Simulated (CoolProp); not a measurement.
The numbers come from the reference Helmholtz-energy equation of state, Gao 2022 in CoolProp.

Task: For n-perfluoropentane, give the phase and the cp (kJ/(kg K)), cv (kJ/(kg K)), Joule-Thomson coefficient (K/MPa), fugacity coefficient at 245.9 K and 1.54 MPa.

Result: 
- 245.9 K and 1.54 MPa: liquid; cp 0.944, cv 0.747, Joule-Thomson coefficient -0.360, fugacity coefficient 0.00508
